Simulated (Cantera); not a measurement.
Reactions in the system H-N-O-Zr

Cantera with NASA thermochemical tables; ideal gases at 1 bar, condensed phases pure. Values are per mole of reaction as written; species without (g) are pure solids or liquids, kept so even where they would boil at 1 bar. ZrN: taken at fixed stoichiometry.

8 OH(g) + ZrN ⇌ NO2(g) + ZrO2 + 4 H2O(g)

```csv
T (K),ΔH° (kJ),ΔS° (J/K),ΔG° (kJ),log10 K,condensed phases
300,-1980.2,-463.3,-1841.2,320.58,"ZrN(s), ZrO2(monoclinic)"
2150,-1989.1,-491.5,-932.4,22.65,"ZrN(s), ZrO2(tetragonal)"
2300,-1988.8,-491.4,-858.7,19.50,"ZrN(s), ZrO2(tetragonal)"
2450,-1988.6,-491.3,-785.0,16.74,"ZrN(s), ZrO2(tetragonal)"
2600,-1988.5,-491.2,-711.3,14.29,"ZrN(s), ZrO2(tetragonal)"
2750,-1988.4,-491.2,-637.6,12.11,"ZrN(s), ZrO2(s)"
```
